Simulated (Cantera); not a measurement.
A closed system holds: 1 mol Si, 0.011 mol N2O, 21 mol N2, 0.21 mol O2, at 1330 Pa.

Method: chemical equilibrium by Gibbs-energy minimisation in Cantera with the NASA 1993 tables (ideal gas, pure condensed phases). Candidate condensed phases: Si, SiO2, Si2N2O, Si3N4; 16 gas species. Mutual solubility and eutectic melting of coexisting phases are not modelled. The tables' values for SiN are old estimates; treat these amounts as uncertain. Equilibrium is a limit: real reactors are often held back by kinetics, nucleation or transport.

x: gas mole fraction; n: condensed amount in mol.

| T (K) | x N2 | x SiO | x Si | x Si2N | n Si2N2O(s) | n Si3N4(s) | n Si(l) |
|---|---|---|---|---|---|---|---|
| 1548 | 1.000 | 4.16e-5 | 1.02e-7 | ? | 0.430 | 0.0463 | 0 |
| 1573 | 1.000 | 8.47e-5 | 2.39e-7 | ? | 0.429 | 0.0466 | 0 |
| 1598 | 1.000 | 0.000169 | 5.45e-7 | ? | 0.428 | 0.0471 | 0 |
| 1623 | 1.000 | 0.000329 | 1.21e-6 | ? | 0.424 | 0.0482 | 0 |
| 1648 | 0.999 | 0.000627 | 2.63e-6 | ? | 0.418 | 0.0503 | 0 |
| 1673 | 0.999 | 0.00117 | 5.56e-6 | ? | 0.407 | 0.0540 | 0 |
| 1698 | 0.998 | 0.00215 | 1.15e-5 | ? | 0.387 | 0.0607 | 0 |
| 1723 | 0.996 | 0.00389 | 2.34e-5 | ? | 0.351 | 0.0725 | 0 |
| 1748 | 0.993 | 0.00689 | 4.64e-5 | ? | 0.289 | 0.0931 | 0 |
| 1773 | 0.988 | 0.0120 | 9.07e-5 | ? | 0.181 | 0.129 | 0 |
| 1798 | 0.979 | 0.0205 | 0.000174 | ? | 0 | 0.188 | 0 |
| 1823 | 0.979 | 0.0205 | 0.000326 | ? | 0 | 0.187 | 0 |
| 1848 | 0.979 | 0.0201 | 0.000471 | ? | 0 | 0 | 0.557 |
| 1873 | 0.979 | 0.0201 | 0.000661 | ? | 0 | 0 | 0.552 |

### Question
Fill in the missing entries.

### Answer

- 1548, x Si2N: 8.46e-10
- 1573, x Si2N: 2.50e-9
- 1598, x Si2N: 7.11e-9
- 1623, x Si2N: 1.96e-8
- 1648, x Si2N: 5.24e-8
- 1673, x Si2N: 1.36e-7
- 1698, x Si2N: 3.43e-7
- 1723, x Si2N: 8.40e-7
- 1748, x Si2N: 2.01e-6
- 1773, x Si2N: 4.70e-6
- 1798, x Si2N: 1.07e-5
- 1823, x Si2N: 2.38e-5
- 1848, x Si2N: 3.17e-5
- 1873, x Si2N: 4.05e-5
